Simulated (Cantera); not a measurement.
Cantera run, input and output.

```python
import numpy as np
import cantera as ct

gas = ct.Solution("gri30.yaml")
gas.TPX = 1623, 101325, {'CH4': 1, 'O2': 5.56, 'N2': 20.9, 'H2O': 0.87, 'H2': 0.2}
reactor = ct.IdealGasReactor(gas, energy="on", clone=False)
net = ct.ReactorNet([reactor])
net.rtol, net.atol = 1e-08, 1e-16
show = ['CH4', 'O2', 'H2O', 'H2', 'HCN', 'CH3', 'CH2O']
times = np.geomspace(2e-06, 0.5, 13)

steps = ct.SolutionArray(gas, extra=["t"])
rows = []
print(f"{'t/s':>10s}{'T/K':>9s}{'P/Pa':>11s}" + "".join(f"{s:>11s}" for s in show))
for t in times:
    while net.time < t:
        t_next = net.step()
        steps.append(gas.state, t=t_next)
    rows.append([np.interp(t, steps.t, y) for y in (steps.T, steps.P, *steps(*show).X.T)])
    print(f"{t:10.3e}{rows[-1][0]:9.1f}{rows[-1][1]:11.4g}" + "".join(f"{x:11.3e}" for x in rows[-1][2:]))
rate = np.gradient(steps.T, steps.t)
print("integrator steps:", len(steps.t))
if steps.T.max() > steps.T[0] + 200:
    print(f"time of steepest temperature rise: {steps.t[rate.argmax()]:.4e} s")
gas.TPX = 1623, 101325, {'CH4': 1, 'O2': 5.56, 'N2': 20.9, 'H2O': 0.87, 'H2': 0.2}
gas.equilibrate("UV")
print(f"equilibrium (UV): T = {gas.T:.1f} K  " + "  ".join(f"{s} {gas[s].X[0]:.3e}" for s in show))
```

It prints:

```
       t/s      T/K       P/Pa        CH4         O2        H2O         H2        HCN        CH3       CH2O
 2.000e-06   1623.0  1.013e+05  3.505e-02  1.949e-01  3.049e-02  7.010e-03  4.423e-18  7.424e-07  6.468e-09
 5.635e-06   1623.0  1.013e+05  3.505e-02  1.949e-01  3.050e-02  7.010e-03  5.112e-17  2.878e-06  7.264e-08
 1.587e-05   1623.0  1.013e+05  3.504e-02  1.949e-01  3.050e-02  7.009e-03  5.969e-16  1.108e-05  8.076e-07
 4.472e-05   1622.9  1.013e+05  3.498e-02  1.948e-01  3.054e-02  7.002e-03  1.085e-14  5.741e-05  1.095e-05
 1.260e-04   1628.5  1.017e+05  3.343e-02  1.938e-01  3.184e-02  6.921e-03  9.758e-12  7.576e-04  3.737e-04
 3.550e-04   2453.6   1.54e+05  4.394e-19  1.180e-01  9.891e-02  1.678e-03  1.035e-12  4.759e-18  2.892e-12
 1.000e-03   2481.8  1.555e+05  3.366e-19  1.180e-01  1.003e-01  1.284e-03  1.119e-12  3.162e-18  2.033e-12
 2.817e-03   2478.2  1.552e+05  3.237e-19  1.171e-01  1.004e-01  1.268e-03  1.388e-12  3.015e-18  1.979e-12
 7.937e-03   2470.2  1.547e+05  2.962e-19  1.152e-01  1.006e-01  1.234e-03  1.874e-12  2.708e-18  1.860e-12
 2.236e-02   2459.3   1.54e+05  2.613e-19  1.126e-01  1.009e-01  1.187e-03  2.332e-12  2.328e-18  1.707e-12
 6.300e-02   2454.6  1.536e+05  2.477e-19  1.114e-01  1.010e-01  1.168e-03  2.467e-12  2.182e-18  1.646e-12
 1.775e-01   2454.5  1.536e+05  2.472e-19  1.114e-01  1.010e-01  1.168e-03  2.471e-12  2.177e-18  1.644e-12
 5.000e-01   2454.5  1.536e+05  2.472e-19  1.114e-01  1.010e-01  1.168e-03  2.471e-12  2.177e-18  1.644e-12
integrator steps: 1595
time of steepest temperature rise: 1.8477e-04 s
equilibrium (UV): T = 2454.5 K  CH4 3.698e-19  O2 1.114e-01  H2O 1.010e-01  H2 1.168e-03  HCN 2.471e-12  CH3 3.257e-18  CH2O 1.644e-12
```

Cantera simulation using GRI-Mech 3.0 (53 species, 325 reactions); the numbers are that mechanism's predictions, not measurements.
